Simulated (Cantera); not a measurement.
Input: 1 mol CH4, 4.6 mol H2O, 0.033 mol CO2, equilibrated at 410000 Pa.

Cantera equilibrium calculation (NASA polynomials, part measured and part estimated; ideal gas, pure solids and liquids). Candidate condensed phases: C, C6H6, C7H8, C8H18, H2O; 110 gas species. Equilibrium is a limit: real reactors are often held back by kinetics, nucleation or transport. All values below are at 1602 °C.

Base state: H2O 0.448, H2 0.417, CO 0.107, CO2 0.0280, H 0.000209, OH 1.75e-5 (mole fractions); condensed: gas only.

Question: What changes in the equilibrium state with this change: CH4 replaced by n-butane?

Answer: 
```
species    before     after
-------  --------  --------
H2          0.417     0.662
CO          0.107     0.291
H2O         0.448    0.0419
CO2        0.0280   0.00449
OH        1.75e-5   1.30e-6
H        0.000209  0.000263
```
